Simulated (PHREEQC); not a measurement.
Solution (20 °C): 0.0076 mol/kgw HBr and 0.28 mol/kgw MnSO4. Closed to the air; pH follows from the charge balance.

Computed with PHREEQC (ion-association model, phreeqc.dat).

```
Property                      Value
--------------------  -------------
pH                             2.78
ionic strength        0.576 mol/kgw
activity of water             0.993
specific conductance    17200 µS/cm
density                 1.037 g/cm³
total alkalinity       -7.60 meq/kg
```

| species | molality | activity | log γ |
|---|---|---|---|
| Mn+2 | 0.145 | 0.0350 | -0.616 |
| SO4-2 | 0.139 | 0.0273 | -0.707 |
| MnSO4 | 0.135 | 0.154 | 0.058 |
| Br- | 0.00760 | 0.00458 | -0.220 |
| HSO4- | 0.00540 | 0.00400 | -0.131 |
| H+ | 0.00220 | 0.00167 | -0.119 |

No solid was allowed to form.
